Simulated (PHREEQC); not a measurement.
A PHREEQC input (ion-association model, phreeqc.dat):

```
SOLUTION 1
  temp 25
  units mg/L
  pH 8.35
  pe 12.2
  Na 40.6
  K 15.9
  Ca 20.6
  Mg 99.7
  Cl 237
  S(6) 93 as SO4
  Alkalinity 188 as HCO3
  F 0.0588
  Zn 3.08
  O(0) 0.397
END
USE solution 1
EQUILIBRIUM_PHASES 1
  Fluuorite 0 0
  CO2(g) -2.5 10
END
```

It stops with these messages:

```
ERROR: Phase not found in database, Fluuorite.
ERROR: Calculations terminating due to input errors.
```

The fault: the phase Fluorite misspelt. The line should read `Fluorite` where the input has `Fluuorite`. With the mend the run ends at pH 7.73 and ionic strength 0.0159 mol/kgw.
